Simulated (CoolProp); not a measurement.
Vapour-liquid equilibrium of R22 (1) + R123 (2) at 30.85 °C; x and y are mole fractions of (1).

The numbers come from the multi-fluid Helmholtz-energy mixture model, Kamei 1995 and Younglove 1994; pair parameters Bell 2016 in CoolProp.

```csv
x,bubble pressure (MPa),y at the bubble point,dew pressure at overall composition x (MPa),liquid density (mol/L)
0.05,0.1595,0.315,0.1185,9.638
0.125,0.2337,0.558,0.1278,9.892
0.2,0.3117,0.689,0.1387,10.15
0.275,0.3921,0.770,0.1517,10.43
0.35,0.4740,[?],0.1673,10.70
0.425,0.5564,0.864,0.1864,10.99
0.5,0.6390,0.893,0.2104,11.29
0.575,[?],[?],0.2416,11.60
0.65,0.8044,0.935,0.2834,[?]
0.725,0.8881,0.952,0.3428,[?]
0.8,[?],0.966,0.4332,12.57
0.875,[?],0.979,0.5859,12.92
0.95,1.154,0.992,0.8794,13.26
```

Q: Complete the blanks.

A: 
- 0.35, y at the bubble point: 0.825
- 0.575, bubble pressure (MPa): 0.7216
- 0.575, y at the bubble point: 0.916
- 0.65, liquid density (mol/L): 11.91
- 0.725, liquid density (mol/L): 12.24
- 0.8, bubble pressure (MPa): 0.9733
- 0.875, bubble pressure (MPa): 1.061

No azeotrope shows between x = 0.05 and 0.95.

The pair parameters rest on a limited set of measurements; away from them the model extrapolates.
